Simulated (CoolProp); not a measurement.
The numbers come from the reference Helmholtz-energy equation of state, Gao 2016 in CoolProp.

**Question.** Give the vapour pressure (MPa), liquid density (kg/m³), vapour density (kg/m³), enthalpy of vaporisation (kJ/kg) of saturated sulfur dioxide at 374.6 K.

**Answer.** 
```tsv
T (K)	p (MPa)	liquid density (kg/m³)	vapour density (kg/m³)	enthalpy of vaporisation (kJ/kg)
374.6	2.86	1110	80.0	254
```
